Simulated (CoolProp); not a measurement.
Water at 425.54 K and 2.1 MPa is throttled through a valve to 1.01 MPa with no heat exchange. Each further row changes one setting.

The numbers come from the reference Helmholtz-energy equation of state, Wagner 2002 in CoolProp.

```tsv
case	temperature change (K)	final phase	final density (kg/m³)
as stated	…	liquid	915
outlet pressure 0.303 MPa	…	…	…
outlet pressure 1.31 MPa	+0.1	liquid	915
```

Question: Some entries are withheld; supply them.

Answer: 
- as stated, temperature change (K): +0.2
- outlet pressure 0.303 MPa, temperature change (K): -18.5
- outlet pressure 0.303 MPa, final phase: two-phase, vapour fraction 0.037
- outlet pressure 0.303 MPa, final density (kg/m³): 42.7
